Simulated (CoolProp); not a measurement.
Aqueous lithium chloride as a coolant, 9 % by mass, freezing at -10.6 °C, 1 atm.

Values from CoolProp's Melinder's fits for secondary coolants.

| T (°C) | Prandtl number | viscosity (mPa s) | cp (kJ/(kg K)) | density (kg/m³) |
|---|---|---|---|---|
| -4.8 | 18.7 | 2.73 | 3.682 | 1054 |
| 0.4 | 15.5 | 2.30 | 3.689 | 1054 |
| 5.7 | [?] | 1.96 | 3.696 | [?] |
| 11 | 11.2 | 1.70 | 3.704 | 1052 |
| 16.2 | 9.69 | 1.49 | 3.711 | 1051 |
| 21.5 | 8.47 | 1.32 | [?] | 1050 |
| 26.8 | 7.45 | 1.17 | 3.728 | [?] |
| 32.1 | 6.59 | 1.05 | [?] | [?] |
| 37.3 | 5.86 | [?] | 3.745 | 1045 |

Problem. Complete the blanks.

Solution. 
- 5.7, Prandtl number: 13.1
- 5.7, density (kg/m³): 1053
- 21.5, cp (kJ/(kg K)): 3.720
- 26.8, density (kg/m³): 1048
- 32.1, cp (kJ/(kg K)): 3.736
- 32.1, density (kg/m³): 1047
- 37.3, viscosity (mPa s): 0.942
